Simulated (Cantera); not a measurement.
A perfectly stirred reactor is fed with CH4 : O2 : N2 = 1 : 1.82 : 20 (molar parts), at 1200 Torr; it is adiabatic with a 300 K inlet, and is followed from long to short residence time, starting on the burning branch (τ in s: 0.32, 0.11, 0.041, 0.015, 0.0054, 0.0019, 0.0007, 0.00025, 9.1e-05).

Cantera simulation using GRI-Mech 3.0 (53 species, 325 reactions); the numbers are that mechanism's predictions, not measurements.

Problem. What does this change do: inlet temperature 300 to 525 K?

Solution. 
```csv
quantity,before,after
state,not burning at any residence time tried,not reached
x(CH4) at τ = 0.320 s,0.0438,0.000836
x(O2) at τ = 0.320 s,0.0798,0.00180
x(C2H) at τ = 0.320 s,<1e-12,5.50e-10
x(CO2) at τ = 0.320 s,<1e-12,0.0333
x(NO) at τ = 0.320 s,<1e-12,3.95e-7
x(CH4) at τ = 5.40 ms,0.0438,0.0438
x(O2) at τ = 5.40 ms,0.0798,0.0798
x(C2H) at τ = 5.40 ms,<1e-12,<1e-12
x(CO2) at τ = 5.40 ms,<1e-12,<1e-12
x(NO) at τ = 5.40 ms,<1e-12,<1e-12
"blow-out, bracketed by the residence times tried",not reached,"burning at 0.110 s, out at 41.0 ms"
```

Problem. What does this change do: pressure from 1200 Torr to 3750 Torr?

Solution. 
```csv
quantity,before,after
state,not burning at any residence time tried,not reached
x(CH4) at τ = 0.320 s,0.0438,0.00309
x(O2) at τ = 0.320 s,0.0798,0.00756
x(C2H) at τ = 0.320 s,<1e-12,<1e-12
x(CO2) at τ = 0.320 s,<1e-12,0.0271
x(NO) at τ = 0.320 s,<1e-12,3.43e-9
x(CH4) at τ = 5.40 ms,0.0438,0.0438
x(O2) at τ = 5.40 ms,0.0798,0.0798
x(C2H) at τ = 5.40 ms,<1e-12,<1e-12
x(CO2) at τ = 5.40 ms,<1e-12,<1e-12
x(NO) at τ = 5.40 ms,<1e-12,<1e-12
"blow-out, bracketed by the residence times tried",not reached,"burning at 0.320 s, out at 0.110 s"
```
